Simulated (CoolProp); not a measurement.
Oxygen at 293.15 K and 18.9 MPa is throttled through a valve to 6.64 MPa with no heat exchange. Each further row changes one setting.

The numbers come from the reference Helmholtz-energy equation of state, Schmidt 1985 in CoolProp.

```csv
case,temperature change (K),final phase,final density (kg/m³)
as stated,[?],supercritical,102
outlet pressure 1.99 MPa,[?],gas,[?]
outlet pressure 8.63 MPa,[?],supercritical,[?]
```

Task: What belongs in the gaps?

Result: 
- as stated, temperature change (K): -25.3
- outlet pressure 1.99 MPa, temperature change (K): -40.0
- outlet pressure 1.99 MPa, final density (kg/m³): 31.0
- outlet pressure 8.63 MPa, temperature change (K): -20.0
- outlet pressure 8.63 MPa, final density (kg/m³): 131
